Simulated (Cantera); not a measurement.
Cantera with NASA thermochemical tables; ideal gases at 1 bar, condensed phases pure. Values are per mole of reaction as written; species without (g) are pure solids or liquids, kept so even where they would boil at 1 bar.

**Question.** Between 698 and 1223 K, where is each reaction favourable under standard conditions?
- CO2(g) + C → 2 CO(g)

**Answer.** 
- CO2(g) + C → 2 CO(g): ΔG° is 49 kJ at 698 K and -44 kJ at 1223 K; it changes sign between 923 and 998 K. ΔH° is 168 kJ and ΔS° 173 J/K at 1223 K.
